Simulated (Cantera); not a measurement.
A closed system holds: 1 mol Si₂Cl₆, 33 mol N₂, 6.6 mol H₂, at 675 °C and 100 Torr.

Method: chemical equilibrium by Gibbs-energy minimisation in Cantera with the NASA 1993 tables (ideal gas, pure condensed phases). The feed counts by its element totals alone. N₂ is the only nitrogen source here; it is nearly inert below about 1500 K, so the nitride shown seldom forms there in practice. Equilibrium is a limit: real reactors are often held back by kinetics, nucleation or transport.

| species | before | after |
|---|---|---|
| N₂ | 0.772 | 0.774 |
| H₂ | 0.0984 | 0.128 |
| HCl | 0.124 | 0.0544 |
| SiCl₂ | 1.35e-8 | 0.0420 |
| H | <1e-9 | 0.000935 |
| Cl | <1e-9 | 0.000300 |
| SiCl | <1e-9 | 0.000217 |
| Si | <1e-9 | 9.00e-5 |
| SiCl₃ | 1.48e-6 | 0.000707 |
| SiCl₄ | 0.00549 | 1.54e-5 |
| Si₃N₄(s), mol | 0.591 | 0.0563 |
Gas species are given as mole fractions.

**Question.** Name the change that produced these shifts.
A. Si₂Cl₆ replaced by SiH₂Cl₂
B. temperature from 675 °C to 1100 °C
C. temperature from 675 °C to 1652 °C
D. temperature from 675 °C to 1752 °C

**Answer.** C, temperature from 675 °C to 1652 °C. The tables' values for SiCl₃, SiCl are old estimates; treat these amounts as uncertain
